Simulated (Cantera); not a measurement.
A Cantera script and its output.

```python
import numpy as np
import cantera as ct

gas = ct.Solution("h2o2.yaml")
gas.TPX = 325, 500000, {'H2': 1, 'O2': 0.385, 'N2': 1.45}
flame = ct.FreeFlame(gas, width=0.013)
flame.set_refine_criteria(ratio=3, slope=0.08, curve=0.16)
flame.transport_model = "mixture-averaged"
flame.solve(loglevel=0, auto=True)
z, T = flame.grid, flame.T
thick = (T[-1] - T[0]) / np.gradient(T, z).max()
show = ['H2', 'O2', 'HO2', 'H2O', 'O', 'H2O2']
print(f"laminar burning velocity  {flame.velocity[0] * 100:.3f} cm/s")
print(f"burnt temperature         {T[-1]:.1f} K")
print(f"thermal thickness         {thick * 1e3:.4f} mm")
print(f"grid points               {len(z)}")
z0 = z[flame.heat_release_rate.argmax()]
print(f"{'z/mm':>9s}{'T/K':>9s}{'u/(m/s)':>9s}" + "".join(f"{s:>11s}" for s in show))
rows = []
for k in (-3, -2, -1.5, -1, -0.5, -0.25, 0, 0.25, 0.5, 1, 2, 4, 8):
    zz = z0 + k * thick
    rows.append([k * thick, np.interp(zz, z, T), np.interp(zz, z, flame.velocity),
                 *(np.interp(zz, z, flame.X[gas.species_index(s)]) for s in show)])
    print(f"{rows[-1][0] * 1e3:9.3f}{rows[-1][1]:9.1f}{rows[-1][2]:9.3f}" + "".join(f"{x:11.3e}" for x in rows[-1][3:]))
```

It prints:

```
laminar burning velocity  312.664 cm/s
burnt temperature         2382.5 K
thermal thickness         0.0450 mm
grid points               114
     z/mm      T/K  u/(m/s)         H2         O2        HO2        H2O          O       H2O2
   -0.135    325.0    3.127  3.527e-01  1.358e-01  8.511e-12  1.987e-10  2.993e-12  1.218e-12
   -0.090    325.0    3.127  3.527e-01  1.358e-01  7.952e-10  1.566e-08  1.355e-10  1.168e-10
   -0.067    325.1    3.126  3.525e-01  1.359e-01  1.403e-08  2.448e-07  1.440e-09  2.101e-09
   -0.045    326.2    3.131  3.512e-01  1.361e-01  5.455e-07  8.129e-06  2.765e-08  8.499e-08
   -0.022    378.6    3.549  3.329e-01  1.392e-01  1.732e-04  1.768e-03  2.703e-06  2.534e-05
   -0.011    698.6    6.276  2.872e-01  1.336e-01  1.176e-03  2.848e-02  1.417e-04  1.711e-04
    0.000   1188.4   10.359  2.183e-01  1.042e-01  4.879e-04  1.001e-01  1.489e-03  7.821e-05
    0.011   1540.7   13.273  1.519e-01  6.098e-02  2.274e-04  1.826e-01  3.756e-03  8.306e-06
    0.022   1745.2   14.959  1.110e-01  2.983e-02  1.013e-04  2.383e-01  4.387e-03  3.500e-06
    0.045   1935.1   16.474  8.739e-02  9.236e-03  2.844e-05  2.762e-01  3.652e-03  1.847e-06
    0.090   2088.8   17.636  8.462e-02  3.739e-03  1.083e-05  2.906e-01  2.288e-03  9.778e-07
    0.180   2208.9   18.506  8.513e-02  1.837e-03  4.982e-06  2.999e-01  1.124e-03  5.509e-07
    0.360   2290.3   19.077  8.539e-02  7.792e-04  1.970e-06  3.070e-01  4.620e-04  3.027e-07
```

Computed with Cantera and the H2/O2 subset of GRI-Mech 3.0, which has no nitrogen chemistry. The hydrogen kinetics of GRI-Mech 3.0 are dated; newer H2 mechanisms differ, most at raised pressure. Burning velocities carry a grid error of a few per cent, more on coarse grids.
